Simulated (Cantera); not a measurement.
## Premixed flame

A freely propagating, adiabatic, planar premixed flame of 12.8 % CH4, 0.524 % C2H6, 22.9 % O2, 63.8 % N2, equivalence ratio 1.2, unburnt at 300 K and 1.10 bar; unity-Lewis-number transport, grid criteria slope 0.08 and curve 0.16, no radiation.

Computed with Cantera and GRI-Mech 3.0 (53 species, 325 reactions). Unity Lewis numbers drop preferential diffusion, which matters most where H2 and H carry the flame. Burning velocities carry a grid error of a few per cent, more on coarse grids.

```
z (mm)   T (K)  u (m/s)     x CH4   x C2H6     x O2     x CH3    x NO2      x H2
-------  -----  -------  --------  -------  -------  --------  -------  --------
-1.12      300    0.391     0.128  0.00524    0.229     <1e-8    <1e-8   2.00e-6
-0.744     302    0.393     0.128  0.00523    0.228   1.09e-8  1.92e-8   3.57e-5
-0.558     310    0.404     0.127  0.00522    0.228   8.42e-8  1.25e-7  0.000239
-0.372     418    0.547     0.120  0.00501    0.217   2.94e-6  1.12e-6   0.00285
-0.186    1013     1.35    0.0775  0.00371    0.153  0.000328  1.52e-6    0.0191
-0.0929   1512     2.07    0.0378  0.00181   0.0934   0.00241  3.32e-7    0.0341
0         1961     2.74   0.00564  7.14e-5   0.0357   0.00266  1.26e-8    0.0426
0.0929    2112     2.96  0.000161  6.30e-8   0.0130  0.000162    <1e-8    0.0370
0.186     2152     3.01   2.82e-6    <1e-8  0.00843   3.50e-6    <1e-8    0.0358
0.372     2202     3.07     <1e-8    <1e-8  0.00629     <1e-8    <1e-8    0.0357
0.744     2263     3.14     <1e-8    <1e-8  0.00447     <1e-8    <1e-8    0.0342
1.49      2323     3.21     <1e-8    <1e-8  0.00274     <1e-8    <1e-8    0.0323
2.97      2368     3.26     <1e-8    <1e-8  0.00149     <1e-8  1.01e-8    0.0310
```
x: mole fraction of selected species; z is measured from the peak of heat release.

The laminar burning velocity is 39.1 cm/s and the thermal thickness comes out as 0.372 mm. The peak x(CH3) is 0.00371. The peak x(H2) comes out as 0.0427. The grid points is 159.
